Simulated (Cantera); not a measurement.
What does this Cantera script print?

```python
import numpy as np
import cantera as ct

gas_names = """
    CL CL2 H HCL H2 Si SiCL SiCL2 SiCL3 SiCL4 SiH SiHCL3 SiH2 SiH2CL2 SiH3 SiH3CL SiH4 Si2 Si3
""".split()
cond_names = """
    Si(cr) Si(L)
""".split()


# ... load() reads the species with a 1 bar reference pressure and builds the phases ...
atoms = {
    'SiH4': {'Si': 1, 'H': 4},
    'Cl2': {'CL': 2},
    'H2': {'H': 2},
}
top_T = {}  # K; cautious upper limits of use, not melting points


# ... equilibrate(T, P, feed) seeds the gas with the atoms and calls Mixture.equilibrate('TP', solver="vcs", rtol=1e-11, max_steps=5000) ...
results = []
feed = {'SiH4': 1, 'Cl2': 0.0055, 'H2': 140}  # mol
T = 1398.15  # K
P = 9900  # Pa
mix = equilibrate(T, P, feed)
results.append((T, P, feed, dict(zip(mix.species_names, mix.species_moles))))
x = sorted(zip(gas.X, gas.species_names), reverse=True)
print(f"T = {T:g} K  P = {P:g} Pa  gas = {mix.phase_moles(0):.4g} mol")
print("   x: " + "  ".join(f"{s} {v:.3e}" for v, s in x if v > 0.001))
print("   condensed (mol): " + ("  ".join(f"{mix.phase(i).name} {mix.phase_moles(i):.4g}"
      for i in range(1, mix.n_phases) if mix.phase_moles(i) > 1e-12) or "none"))
```

Output:

```
T = 1398.15 K  P = 9900 Pa  gas = 142 mol
   x: H2 9.999e-01
   condensed (mol): Si(cr) 0.9999
```

Equilibrium computed with Cantera from the NASA thermochemical tables; the gas is ideal and each condensed phase is pure.
